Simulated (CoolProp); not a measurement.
Sulfur hexafluoride at 293.15 K and 0.747 MPa flows at 0.22 m/s in a round tube of 1 mm bore and 0.25 µm roughness, fully developed (64/Re and Nu = 3.66 if laminar; Colebrook and Gnielinski if turbulent). Each further row changes one setting.

Computed with CoolProp (reference Helmholtz-energy equation of state, Guder 2009).

```json
[
 {"case": "as stated", "Reynolds number": "717", "Darcy friction factor": "0.0892", "pressure drop (Pa/m)": "107", "heat-transfer coefficient (W/(m² K))": "47.5", "mass flow (kg/h)": "0.0308"},
 {"case": "velocity 0.44 m/s", "Reynolds number": "1430", "Darcy friction factor": "0.0446", "pressure drop (Pa/m)": "213", "heat-transfer coefficient (W/(m² K))": "47.5", "mass flow (kg/h)": "0.0615"},
 {"case": "diameter 2 mm", "Reynolds number": "1430", "Darcy friction factor": "0.0446", "pressure drop (Pa/m)": "26.7", "heat-transfer coefficient (W/(m² K))": "23.7", "mass flow (kg/h)": "0.123"}
]
```

Viscosity comes from a separate model (Quiñones-Cisneros 2012). Thermal conductivity comes from a separate model (Assael 2012).
